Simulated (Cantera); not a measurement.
Feed: 1 mol SiC, 0.031 mol H₂O, 500 mol H₂, held at 1373 K and 0.650 bar.

These are equilibrium values from Cantera (NASA tables, ideal gas, pure condensed phases), not measurements of a reactor. Candidate condensed phases: C, C₆H₆, C₇H₈, C₈H₁₈, H₂O, Si, SiC, SiO₂; 123 gas species. Mutual solubility and eutectic melting of coexisting phases are not modelled. The tables hold silica as quartz up to 1696 K and as liquid above; real silica turns to tridymite and cristobalite and melts near 1996 K. Kinetics and transport are ignored.

Base state: H₂ 1.000, CH₄ 4.11e-5, SiO 3.68e-5 (mole fractions); condensed: SiC(s) + SiO₂(β-quartz).

**Question.** What changes in the equilibrium state with this change: H₂ from 500 to 3.5 mol?

**Answer.** 
```json
[
 {"species": "H₂", "before": "1.000", "after": "0.996"},
 {"species": "CH₄", "before": "4.11e-5", "after": "0.00189"},
 {"species": "CO", "before": "5.29e-6", "after": "0.00167"},
 {"species": "SiO", "before": "3.68e-5", "after": "5.41e-6"},
 {"species": "SiC(s), mol", "before": "0.977", "after": "0.987"},
 {"species": "SiO₂(β-quartz), mol", "before": "0.00466", "after": "0.0125"}
]
```
